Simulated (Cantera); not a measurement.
**Dilute partial oxidation**

An isothermal, constant-pressure homogeneous reactor starts with 1.57 % CH4, 0.314 % O2, 98.1 % N2, equivalence ratio 10, at 1250 K and 1.01 bar.

Cantera simulation using GRI-Mech 3.0 (53 species, 325 reactions); the numbers are that mechanism's predictions, not measurements. GRI-Mech 3.0 stops at C3 and has no aromatics, soot or wall deposition, so with more carbon than oxygen in the feed, carbon stays in small species such as C2H2 where larger ones or solid carbon would form.

```csv
t (s),x CH4,x O2,x HCN,x NO,x C2H6,x CH3
0.000200,0.0157,0.00314,<1e-12,<1e-12,<1e-12,4.63e-9
0.000601,0.0157,0.00314,<1e-12,<1e-12,1.83e-12,1.45e-8
0.00181,0.0157,0.00314,<1e-12,<1e-12,5.67e-11,4.71e-8
0.00543,0.0157,0.00314,<1e-12,<1e-12,1.94e-9,1.61e-7
0.0163,0.0157,0.00314,<1e-12,<1e-12,5.58e-8,4.62e-7
0.0490,0.0157,0.00314,<1e-12,<1e-12,5.94e-7,6.98e-7
0.147,0.0157,0.00314,<1e-12,<1e-12,2.61e-6,8.40e-7
0.443,0.0157,0.00313,<1e-12,<1e-12,9.42e-6,1.19e-6
1.33,0.0155,0.00307,<1e-12,<1e-12,3.26e-5,1.92e-6
4.00,0.0149,0.00274,<1e-12,1.01e-12,8.04e-5,2.99e-6
```
x: mole fraction; the columns are a selection and need not sum to one.

Equilibrium at this temperature and pressure: CH4 0.00151, O2 <1e-12, HCN 0.00695, NO <1e-12, C2H6 9.93e-8, CH3 9.17e-8 (gas phase only).
